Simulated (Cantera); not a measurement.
A freely propagating, adiabatic, planar premixed flame of CH₄ : O₂ : N₂ = 1 : 1.82 : 7.45 (molar parts), equivalence ratio 1.1, unburnt at 473 K and 9.87 atm; unity-Lewis-number transport, grid criteria slope 0.08 and curve 0.16, no radiation.

Cantera simulation using GRI-Mech 3.0 (53 species, 325 reactions); the numbers are that mechanism's predictions, not measurements. Unity Lewis numbers drop preferential diffusion, which matters most where H2 and H carry the flame. Burning velocities carry a grid error of a few per cent, more on coarse grids.

**Question.** Predict: laminar burning velocity; thermal thickness; peak x(C₂H₆); peak x(OH).

**Answer.** 
```
Quantity                     Result
------------------------  ---------
laminar burning velocity  18.8 cm/s
thermal thickness          0.116 mm
peak x(C₂H₆)               0.000647
peak x(OH)                  0.00366
```
